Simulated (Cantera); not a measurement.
Input (Python, Cantera) and output of one run.

```python
import numpy as np
import cantera as ct

gas_names = """
    Fe FeO Fe(OH)2 H HO2 H2 H2O H2O2 H2S H2SO4 O OH O2 O3 S SH SO SO2 SO3 S2 S2O S8
""".split()
cond_names = """
    Fe(a) Fe(c) Fe(d) Fe(L) FeO(s) FeO(L) Fe(OH)2(s) Fe(OH)3(s) FeS(a) FeS(b) FeS(c) FeS(L) FeSO4(s)
    FeS2(s) Fe2O3(s) Fe2S3O12(s) Fe3O4(s) H2O(s) H2O(L) H2SO4(L) S(cr1) S(cr2) S(L)
""".split()


def load(file, names, dense=False):
    # The tables refer to 1 bar. Condensed volumes are neglected.
    table = {s.name: s for s in ct.Species.list_from_file(file)}
    out = []
    for n in names:
        d = dict(table[n].input_data)
        d["thermo"] = dict(d["thermo"], **{"reference-pressure": 1e5})
        if dense:
            d["equation-of-state"] = {"model": "constant-volume", "density": "1e6 g/cm^3"}
        out.append(ct.Species.from_dict(d))
    return out


gas = ct.Solution(thermo="ideal-gas", species=load("nasa_gas.yaml", gas_names))
cond = {s.name: ct.Solution(thermo="fixed-stoichiometry", species=[s], name=s.name)
        for s in load("nasa_condensed.yaml", cond_names, dense=True)}
atoms = {
    'FeS': {'Fe': 1, 'S': 1},
    'SO3': {'S': 1, 'O': 3},
    'H2O': {'H': 2, 'O': 1},
}
top_T = {'FeSO4(s)': 950, 'FeS2(s)': 1010, 'Fe2O3(s)': 1830, 'Fe2S3O12(s)': 1100, 'Fe3O4(s)': 1870}  # K; cautious upper limits of use, not melting points


def equilibrate(T, P, feed):
    n = {}
    for name, mol in feed.items():
        for a, k in atoms[name].items():
            n[a] = n.get(a, 0.0) + k * mol
    gas.TPX = T, P, n
    mass = sum(n.values()) * gas.mean_molecular_weight
    gas.equilibrate("TP")
    valid = [c for c in cond.values() if c.min_temp <= T <= top_T.get(c.name, c.max_temp)]
    mix = ct.Mixture([(gas, mass / gas.mean_molecular_weight)] + [(c, 0.0) for c in valid])
    mix.T, mix.P = T, P
    mix.equilibrate("TP", solver="vcs", rtol=1e-11, max_steps=5000)
    return mix


results = []
feed = {'FeS': 1, 'SO3': 0.12, 'H2O': 0.68}  # mol
T = 823  # K
P = 190000  # Pa
mix = equilibrate(T, P, feed)
results.append((T, P, feed, dict(zip(mix.species_names, mix.species_moles))))
x = sorted(zip(gas.X, gas.species_names), reverse=True)
print(f"T = {T:g} K  P = {P:g} Pa  gas = {mix.phase_moles(0):.4g} mol")
print("   x: " + "  ".join(f"{s} {v:.3e}" for v, s in x if v > 1e-05))
print("   condensed (mol): " + ("  ".join(f"{mix.phase(i).name} {mix.phase_moles(i):.4g}"
      for i in range(1, mix.n_phases) if mix.phase_moles(i) > 1e-12) or "none"))
```

Result:

```
T = 823 K  P = 190000 Pa  gas = 0.6858 mol
   x: H2O 9.769e-01  H2S 1.406e-02  SO2 8.273e-03  H2 5.662e-04  S2 1.713e-04  S2O 1.031e-05
   condensed (mol): FeS(c) 0.3575  FeS2(s) 0.3734  Fe3O4(s) 0.08967
```

Cantera equilibrium calculation (NASA polynomials, part measured and part estimated; ideal gas, pure solids and liquids). FeS: taken at fixed stoichiometry. Gases not in the tables: S3 to S7.
